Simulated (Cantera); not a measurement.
Charge: 1 mol Fe2O3, 12 mol CO, 1 mol H2, at 2102 °C and 21.0 mbar.

Method: chemical equilibrium by Gibbs-energy minimisation in Cantera with the NASA 1993 tables (ideal gas, pure condensed phases). Candidate condensed phases: C, C6H6, C7H8, C8H18, Fe, Fe(CO)5, FeO, Fe(OH)2, Fe(OH)3, Fe2O3, Fe3O4, H2O; 114 gas species. Rates play no part.

Base state: CO 0.640, CO2 0.151, Fe 0.124, H2O 0.0327, H2 0.0238, H 0.0150, FeO 0.00724, OH 0.00367 (mole fractions); condensed: gas only.

**Question.** What changes in the equilibrium state with this change: pressure from 21.0 mbar to 31.0 Pa?

**Answer.** 
| species | before | after |
|---|---|---|
| CO | 0.640 | 0.636 |
| Fe | 0.124 | 0.115 |
| H | 0.0150 | 0.0774 |
| CO2 | 0.151 | 0.0751 |
| O | 0.00156 | 0.0530 |
| O2 | 0.000888 | 0.0152 |
| H2O | 0.0327 | 0.00644 |
| H2 | 0.0238 | 0.00934 |
| Fe(OH)2 | 3.15e-5 | 4.25e-8 |
| OH | 0.00367 | 0.00950 |
| FeO | 0.00724 | 0.00336 |
